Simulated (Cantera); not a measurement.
Charge: 1 mol Fe3O4, 12 mol CO, 0.26 mol H2, at 2400 °C and 0.330 bar.

Cantera equilibrium calculation (NASA polynomials, part measured and part estimated; ideal gas, pure solids and liquids). Candidate condensed phases: C, C6H6, C7H8, C8H18, Fe, Fe(CO)5, FeO, Fe(OH)2, Fe(OH)3, Fe2O3, Fe3O4, H2O; 114 gas species. The tables' stoichiometric FeO is somewhat more stable than real wüstite, so its field is too wide. FeO: taken at fixed stoichiometry. Equilibrium is a limit: real reactors are often held back by kinetics, nucleation or transport.

Base state: CO 0.712, CO2 0.155, Fe 0.0974, FeO 0.00927, H2O 0.00836, H 0.00678, H2 0.00578, OH 0.00245 (mole fractions); condensed: FeO(l).

Question: What changes in the equilibrium state with this change: CO from 12 to 0.6 mol?

Answer: 
```json
[
 {"species": "CO2", "before": "0.155", "after": "0.396"},
 {"species": "H2O", "before": "0.00836", "after": "0.203"},
 {"species": "CO", "before": "0.712", "after": "0.161"},
 {"species": "O2", "before": "0.00108", "after": "0.138"},
 {"species": "OH", "before": "0.00245", "after": "0.0406"},
 {"species": "O", "before": "0.00184", "after": "0.0208"},
 {"species": "Fe", "before": "0.0974", "after": "0.00861"},
 {"species": "H2", "before": "0.00578", "after": "0.0124"},
 {"species": "FeO", "before": "0.00927", "after": "0.00927"},
 {"species": "HO2", "before": "9.18e-8", "after": "1.72e-5"},
 {"species": "Fe(OH)2", "before": "2.96e-5", "after": "0.000719"},
 {"species": "H", "before": "0.00678", "after": "0.00993"},
 {"species": "FeO(l), mol", "before": "1.52", "after": "2.98"}
]
```

Question: What changes in the equilibrium state with this change: H2 from 0.26 to 0.19 mol?

Answer: 
| species | before | after |
|---|---|---|
| CO | 0.712 | 0.716 |
| CO2 | 0.155 | 0.157 |
| Fe | 0.0974 | 0.0964 |
| H2O | 0.00836 | 0.00590 |
| H2 | 0.00578 | 0.00404 |
| Fe(OH)2 | 2.96e-5 | 2.09e-5 |
| H | 0.00678 | 0.00567 |
| OH | 0.00245 | 0.00207 |
| O2 | 0.00108 | 0.00110 |
| FeO(l), mol | 1.52 | 1.55 |
